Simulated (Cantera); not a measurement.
Cantera with NASA thermochemical tables; ideal gases at 1 bar, condensed phases pure. Values are per mole of reaction as written; species without (g) are pure solids or liquids, kept so even where they would boil at 1 bar.

CuF2 → Cu + 2 F(g)

| T (K) | ΔH° (kJ) | ΔS° (J/K) | ΔG° (kJ) | log10 K | condensed phases |
|---|---|---|---|---|---|
| 300 | … | … | … | … | CuF2(s), Cu(s) |
| 1200 | … | … | … | … | CuF2(l), Cu(s) |
| 1300 | 627.2 | 206.4 | 358.9 | -14.42 | CuF2(l), Cu(s) |
| 1400 | 637.8 | 214.2 | 337.9 | -12.61 | CuF2(l), Cu(l) |
| 1500 | 635.2 | 212.4 | 316.6 | -11.03 | CuF2(l), Cu(l) |
| 1600 | 632.7 | 210.8 | 295.5 | -9.65 | CuF2(l), Cu(l) |
| 1700 | 630.1 | 209.2 | 274.5 | -8.43 | CuF2(l), Cu(l) |
| 1800 | 627.6 | 207.7 | 253.6 | -7.36 | CuF2(l), Cu(l) |
| 1900 | 625.0 | 206.4 | 232.9 | -6.40 | CuF2(l), Cu(l) |
| 2000 | 622.4 | 205.0 | 212.3 | -5.55 | CuF2(l), Cu(l) |
| 2100 | … | … | … | … | CuF2(l), Cu(l) |

Q: What belongs in the gaps?

A: 
- 300, ΔH° (kJ): 697.7
- 300, ΔS° (J/K): 273.2
- 300, ΔG° (kJ): 615.7
- 300, log10 K: -107.21
- 1200, ΔH° (kJ): 629.9
- 1200, ΔS° (J/K): 208.6
- 1200, ΔG° (kJ): 379.6
- 1200, log10 K: -16.53
- 2100, ΔH° (kJ): 619.8
- 2100, ΔS° (J/K): 203.8
- 2100, ΔG° (kJ): 191.9
- 2100, log10 K: -4.77
